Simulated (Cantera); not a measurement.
Input: 1 mol C₂H₂, a varied amount of H₂O, 0.49 mol H₂, equilibrated at 10.0 mbar.

Points: T (K) = 650, 700, 750, 800, 850, 900, 950, 1000, 1050, 1100, 1150, 1200, 1250; n(H2O) (mol) = 0.72, 0.87, 1, 1.3, 1.5, 1.8, 2.2, 2.6, 3.2, 3.8, 4.6.

Cantera's Mixture.equilibrate('TP', solver="vcs", rtol=1e-11, max_steps=5000) on the NASA tables stopped like this:

```
ERROR: FAILURE its = 5001!

*******************************************************************************
CanteraError thrown by MultiPhase::equilibrate:
VCS solver failed. Return code: -1
*******************************************************************************
```

### Question
What got this run through?

### Answer
One answer among several that fit: The failure is numerical, not chemical. The same input converged with solver="gibbs", rtol=1e-10, max_steps=50000, and the result passed a check of the equilibrium conditions:
```
    650       0.72  C(gr)
    650       0.87  C(gr)
    650          1  C(gr)
    650        1.3  C(gr)
    650        1.5  C(gr)
    650        1.8  C(gr)
    650        2.2  C(gr)
    650        2.6  C(gr)
    650        3.2  C(gr)
    650        3.8  C(gr)
    650        4.6  C(gr)
    700       0.72  C(gr)
    700       0.87  C(gr)
    700          1  C(gr)
    700        1.3  C(gr)
    700        1.5  C(gr)
    700        1.8  C(gr)
    700        2.2  C(gr)
    700        2.6  C(gr)
    700        3.2  C(gr)
    700        3.8  C(gr)
    700        4.6  gas only
    750       0.72  C(gr)
    750       0.87  C(gr)
    750          1  C(gr)
    750        1.3  C(gr)
    750        1.5  C(gr)
    750        1.8  C(gr)
    750        2.2  C(gr)
    750        2.6  C(gr)
    750        3.2  C(gr)
    750        3.8  gas only
    750        4.6  gas only
    800       0.72  C(gr)
    800       0.87  C(gr)
    800          1  C(gr)
    800        1.3  C(gr)
    800        1.5  C(gr)
    800        1.8  C(gr)
    800        2.2  C(gr)
    800        2.6  C(gr)
    800        3.2  gas only
    800        3.8  gas only
    800        4.6  gas only
    850       0.72  C(gr)
    850       0.87  C(gr)
    850          1  C(gr)
    850        1.3  C(gr)
    850        1.5  C(gr)
    850        1.8  C(gr)
    850        2.2  gas only
    850        2.6  gas only
    850        3.2  gas only
    850        3.8  gas only
    850        4.6  gas only
    900       0.72  C(gr)
    900       0.87  C(gr)
    900          1  C(gr)
    900        1.3  C(gr)
    900        1.5  C(gr)
    900        1.8  C(gr)
    900        2.2  gas only
    900        2.6  gas only
    900        3.2  gas only
    900        3.8  gas only
    900        4.6  gas only
    950       0.72  C(gr)
    950       0.87  C(gr)
    950          1  C(gr)
    950        1.3  C(gr)
    950        1.5  C(gr)
    950        1.8  C(gr)
    950        2.2  gas only
    950        2.6  gas only
    950        3.2  gas only
    950        3.8  gas only
    950        4.6  gas only
   1000       0.72  C(gr)
   1000       0.87  C(gr)
   1000          1  C(gr)
   1000        1.3  C(gr)
   1000        1.5  C(gr)
   1000        1.8  C(gr)
   1000        2.2  gas only
   1000        2.6  gas only
   1000        3.2  gas only
   1000        3.8  gas only
   1000        4.6  gas only
   1050       0.72  C(gr)
   1050       0.87  C(gr)
   1050          1  C(gr)
   1050        1.3  C(gr)
   1050        1.5  C(gr)
   1050        1.8  C(gr)
   1050        2.2  gas only
   1050        2.6  gas only
   1050        3.2  gas only
   1050        3.8  gas only
   1050        4.6  gas only
   1100       0.72  C(gr)
   1100       0.87  C(gr)
   1100          1  C(gr)
   1100        1.3  C(gr)
   1100        1.5  C(gr)
   1100        1.8  C(gr)
   1100        2.2  gas only
   1100        2.6  gas only
   1100        3.2  gas only
   1100        3.8  gas only
   1100        4.6  gas only
   1150       0.72  C(gr)
   1150       0.87  C(gr)
   1150          1  C(gr)
   1150        1.3  C(gr)
   1150        1.5  C(gr)
   1150        1.8  C(gr)
   1150        2.2  gas only
   1150        2.6  gas only
   1150        3.2  gas only
   1150        3.8  gas only
   1150        4.6  gas only
   1200       0.72  C(gr)
   1200       0.87  C(gr)
   1200          1  C(gr)
   1200        1.3  C(gr)
   1200        1.5  C(gr)
   1200        1.8  C(gr)
   1200        2.2  gas only
   1200        2.6  gas only
   1200        3.2  gas only
   1200        3.8  gas only
   1200        4.6  gas only
   1250       0.72  C(gr)
   1250       0.87  C(gr)
   1250          1  C(gr)
   1250        1.3  C(gr)
   1250        1.5  C(gr)
   1250        1.8  C(gr)
   1250        2.2  gas only
   1250        2.6  gas only
   1250        3.2  gas only
   1250        3.8  gas only
   1250        4.6  gas only
```

The gas is ideal and each condensed phase is pure.
